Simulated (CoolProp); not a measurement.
A single-stage vapour-compression cycle with R11: evaporating at 299.15 K (dew point), condensing at 360.15 K (bubble point), superheat 10 K, subcooling 8 K, compressor efficiency 0.75, no pressure losses. Each further row changes one setting.

Values from CoolProp's reference Helmholtz-energy equation of state, Jacobsen 1992.

```
case                              cooling COP  pressure ratio  discharge temperature (K)  refrigerating effect (kJ/kg)  volumetric capacity (kJ/m³)
--------------------------------  -----------  --------------  -------------------------  ----------------------------  ---------------------------
as stated                                3.12            5.62                      389.8                           138                          839
evaporating temperature 304.15 K         3.52            4.74                      387.4                           141                         1000
condensing temperature 355.15 K          3.47            5.00                      383.8                           143                          868
subcooling 13 K                          3.23            5.62                      389.8                           143                          868
superheat 20 K                           3.14            5.62                      401.2                           144                          845
compressor efficiency 0.65               2.70            5.62                      399.7                           138                          839
```
